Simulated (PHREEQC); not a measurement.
Solution (20 °C): 0.0038 mol NaOH, 0.00062 mol KHF2 and 0.11 mol NaHCO3 per kg of water. Closed to the air; pH follows from the charge balance.

The numbers come from PHREEQC with the ion-association model, phreeqc.dat.

Precipitation was switched off in this run.

Problem. Order these C species by the share of C that they hold, largest first: HCO3-, CO3-2, CO2, NaHCO3, NaCO3-.

Solution. HCO3- (92 %), NaHCO3 (3.5 %), CO3-2 (2.2 %), NaCO3- (1.3 %), CO2 (0.63 %)

The pH is 8.44 and the ionic strength 0.112 mol/kgw.
